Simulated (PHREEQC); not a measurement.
Make-up at 25 °C: 0.0083 mol CuCl2 and 0.00033 mol NaCl per kg of water. Closed to the air; pH follows from the charge balance.

Equilibrium calculation in PHREEQC: ion-association model, wateq4f.dat.

No solid was allowed to form.

Question: Predict the pH.

Answer: pH 4.80.

Question: In which forms is Cu present?

Answer: Cu+2 97 %, CuCl+ 2.5 % of the Cu.

The solution is supersaturated, for example in Atacamite, so a real one may precipitate; this is no full list.
